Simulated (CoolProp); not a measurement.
Vapour-liquid equilibrium of p-xylene (1) + n-nonane (2) at 3.23 bar; x and y are mole fractions of (1).

Values from CoolProp's multi-fluid Helmholtz-energy mixture model, Zhou 2012 and Lemmon 2006; pair parameters Bell 2016.

Question: Give the bubble temperature and the first vapour's composition at x = 0.2, 0.5, 0.8. Is there an azeotrope?

Answer: x = 0.2: 470.7 K, y = 0.241; x = 0.5: 466.7 K, y = 0.556; x = 0.8: 463.2 K, y = 0.833. No azeotrope shows between x = 0.05 and 0.95.

Pair parameters are fitted to limited data, so mixtures are less certain than the pure fluids.
